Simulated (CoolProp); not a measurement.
Saturation properties of R123 (Tc = 456.8 K, pc = 36.62 bar, ω = 0.282).

Computed with CoolProp (reference Helmholtz-energy equation of state, Younglove 1994). It is a modified Benedict-Webb-Rubin equation, recast in Helmholtz form.

| T (K) | p (bar) | enthalpy of vaporisation (kJ/kg) | liquid cp (kJ/(kg K)) | vapour Z | surface tension (mN/m) | liquid viscosity (µPa s) |
|---|---|---|---|---|---|---|
| 276.4 | 0.3779 | 180.2 | 0.9939 | 0.9785 | 17.8 | 542 |
| 292.1 | 0.7259 | 173.9 | 1.012 | 0.9658 | 15.9 | 448 |
| 307.8 | 1.290 | 167.3 | 1.032 | 0.9490 | 14.1 | 374 |
| 323.6 | 2.154 | 160.2 | 1.053 | 0.9273 | 12.2 | 314 |
| 339.3 | 3.398 | 152.7 | 1.076 | 0.9007 | 10.5 | 266 |
| 355 | 5.122 | 144.5 | 1.103 | 0.8686 | 8.77 | 226 |
| 370.8 | 7.451 | 135.4 | 1.137 | 0.8302 | 7.12 | 193 |
| 386.5 | 10.47 | 125.3 | 1.183 | 0.7850 | 5.55 | 164 |
| 402.2 | 14.32 | 113.5 | 1.249 | 0.7314 | 4.06 | 139 |
| 418 | 19.17 | 99.33 | 1.359 | 0.6660 | 2.66 | 117 |
| 433.7 | 25.13 | 81.14 | 1.597 | 0.5833 | 1.40 | 96.1 |

It boils at 301.0 K under 1 atm.

Viscosity comes from a separate model (Tanaka 1996). Surface tension comes from a separate correlation (Mulero 2012).
